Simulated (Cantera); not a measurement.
Input: 1 mol SiCl4, 1.2 mol Cl2, 1.4 mol H2, at 1600 K and 130000 Pa.

Method: chemical equilibrium by Gibbs-energy minimisation in Cantera with the NASA 1993 tables (ideal gas, pure condensed phases). Candidate condensed phases: Si; 19 gas species. The tables' values for SiCl3 are old estimates; treat these amounts as uncertain. Equilibrium is a limit: real reactors are often held back by kinetics, nucleation or transport.

Base state: HCl 0.686, SiCl4 0.250, H2 0.0398, SiCl3 0.0189, SiCl2 0.00354, SiHCl3 0.00209, Cl 0.000130 (mole fractions); condensed: gas only.

Problem. What changes in the equilibrium state with this change: H2 from 1.4 to 1.3 mol?

Solution. 
| species | before | after |
|---|---|---|
| HCl | 0.686 | 0.698 |
| SiCl4 | 0.250 | 0.267 |
| H2 | 0.0398 | 0.0188 |
| SiCl3 | 0.0189 | 0.0137 |
| SiCl2 | 0.00354 | 0.00173 |
| SiHCl3 | 0.00209 | 0.00104 |
